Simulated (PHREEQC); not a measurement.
NaOH is added in steps, without added water, to 1 kg of water holding 0.00073 mol/kgw CaSO4, 0.00025 mol/kgw Na2HPO4 and 0.00014 mol/kgw NaCl, at 20 °C. Oxygen alone is held at its pressure in air (log pO2 = -0.68). No CO2 enters from the air. Only these solids could form: Gypsum, Portlandite, Hydroxyapatite, Halite, Mirabilite.

Base run: PHREEQC, ion-association model, wateq4f.dat. Each further column changes one thing. The table gives P in solution (mol/kgw).

| NaOH added (mol) | base | database phreeqc.dat | all activity coefficients set to 1 | Debye-Hückel limiting law | metal-ligand complexes left out |
|---|---|---|---|---|---|
| 0 | 0.000167 | 0.000167 | 0.000162 | 0.000168 | 0.000163 |
| 0.000425 | 1.86e-8 | 1.86e-8 | 1.40e-8 | 1.91e-8 | 4.40e-9 |
| 0.0007083 | 9.23e-9 | 9.22e-9 | 7.33e-9 | 9.44e-9 | 7.14e-10 |
| 0.001133 | 6.95e-9 | 6.94e-9 | ___ | 7.12e-9 | 2.84e-10 |
| 0.001558 | 6.04e-9 | 6.03e-9 | 4.77e-9 | 6.20e-9 | ___ |
| 0.001842 | 5.67e-9 | 5.66e-9 | 4.45e-9 | 5.82e-9 | 1.40e-10 |
| 0.002267 | 5.27e-9 | 5.26e-9 | 4.10e-9 | 5.43e-9 | 1.09e-10 |
| 0.002692 | 4.99e-9 | 4.98e-9 | ___ | 5.15e-9 | 9.01e-11 |
| 0.002975 | 4.84e-9 | 4.84e-9 | ___ | 5.01e-9 | 8.14e-11 |
| 0.0034 | 4.66e-9 | 4.66e-9 | ___ | 4.84e-9 | 7.17e-11 |

Q: Some entries are withheld; supply them.

A: 
- 0.001133, all activity coefficients set to 1: 5.53e-9
- 0.001558, metal-ligand complexes left out: 1.75e-10
- 0.002692, all activity coefficients set to 1: 3.85e-9
- 0.002975, all activity coefficients set to 1: 3.72e-9
- 0.0034, all activity coefficients set to 1: 3.55e-9

H3PO4, which wateq4f.dat lacks, is added to it with the constant of phreeqc.dat.  phreeqc.dat and wateq4f.dat share most of their constants, so their agreement is no independent check. Solids allowed in the column 'database phreeqc.dat': Gypsum, Hydroxyapatite, Halite.
